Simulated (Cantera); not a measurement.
A closed system holds: 1 mol SiC, 0.071 mol Si, 6.2 mol H₂, at 1575 K and 1.30 Pa.

Method: chemical equilibrium by Gibbs-energy minimisation in Cantera with the NASA 1993 tables (ideal gas, pure condensed phases). Candidate condensed phases: C, C₆H₆, C₇H₈, C₈H₁₈, Si, SiC; 87 gas species. Mutual solubility and eutectic melting of coexisting phases are not modelled. Kinetics and transport are ignored.

Base state: H₂ 0.984, H 0.0114, Si 0.00442, SiH 3.77e-5, Si₂C 1.18e-5 (mole fractions); condensed: Si(s) + SiC(s).

Task: What changes in the equilibrium state with this change: temperature from 1575 K to 2125 K?

Result: 
```json
[
 {"species": "H", "before": "0.0114", "after": "0.572"},
 {"species": "H₂", "before": "0.984", "after": "0.323"},
 {"species": "Si", "before": "0.00442", "after": "0.0974"},
 {"species": "SiC₂", "before": "1.32e-9", "after": "0.00696"},
 {"species": "C₂H₂ (acetylene)", "before": "1.93e-9", "after": "0.000540"},
 {"species": "C₃", "before": "<1e-9", "after": "3.85e-5"},
 {"species": "Si(s), mol", "before": "0.0429", "after": "0"},
 {"species": "SiC(s), mol", "before": "1.000", "after": "0"},
 {"species": "C(graphite), mol", "before": "0", "after": "0.841"}
]
```

Task: What changes in the equilibrium state with this change: pressure from 1.30 Pa to 14.0 mbar?

Result: 
```csv
species,before,after
H₂,0.984,1.000
H,0.0114,0.000351
Si,0.00442,4.10e-6
Si₂C,1.18e-5,1.09e-8
SiH,3.77e-5,1.16e-6
"Si(s), mol",0.0429,0.0709
"SiC(s), mol",1.000,1.000
```
